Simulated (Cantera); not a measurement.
Input: 1 mol SiHCl3, 0.049 mol Cl2, 270 mol N2, held at 1.20 mbar.

Cantera equilibrium calculation (NASA polynomials, part measured and part estimated; ideal gas, pure solids and liquids). Candidate condensed phases: NH4Cl, Si, Si3N4; 28 gas species. The tables' values for SiCl3 are old estimates; treat these amounts as uncertain. Equilibrium is a limit: real reactors are often held back by kinetics, nucleation or transport. All values below are at 1500 K.

Base state: N2 0.992, HCl 0.00359, SiCl2 0.00348, Cl 0.000228, SiCl3 0.000167, H2 4.15e-5, SiCl4 2.56e-5 (mole fractions); condensed: gas only.

Task: What changes in the equilibrium state with this change: SiHCl3 replaced by Si2H6?

Result: 
| species | before | after |
|---|---|---|
| N2 | 0.992 | 0.989 |
| H2 | 4.15e-5 | 0.0108 |
| HCl | 0.00359 | 0.000351 |
| SiCl2 | 0.00348 | 4.26e-6 |
| SiCl3 | 0.000167 | 1.24e-9 |
| SiCl4 | 2.56e-5 | <1e-9 |
| Cl | 0.000228 | 1.38e-6 |
| Si3N4(s), mol | 0 | 0.666 |
The feed counts by its element totals alone.

Task: What changes in the equilibrium state with this change: N2 from 270 to 15 mol?

Result: 
| species | before | after |
|---|---|---|
| N2 | 0.992 | 0.884 |
| HCl | 0.00359 | 0.0549 |
| SiCl2 | 0.00348 | 0.0515 |
| SiCl4 | 2.56e-5 | 0.00187 |
| H2 | 4.15e-5 | 0.00197 |
| SiCl3 | 0.000167 | 0.00550 |
